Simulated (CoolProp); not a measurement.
Properties of n-hexane at several states (Tc = 234.7 °C, pc = 3.044 MPa, ω = 0.300).

The numbers come from the reference Helmholtz-energy equation of state, Thol 2019 in CoolProp.

```
T (°C)  p (MPa)   phase  speed of sound (m/s)  isothermal compressibility (1/MPa)
------  -------  ------  --------------------  ----------------------------------
180.05     2.74  liquid                 440.3                             0.01404
-39.55   0.0385  liquid                  1380                           0.0009669
9.25     0.0612  liquid                  1150                            0.001468
102.95      6.4  liquid                 814.4                            0.003220
77.65     0.107     gas                 181.0                               9.828
166.95    0.346     gas                 197.2                               3.118
```
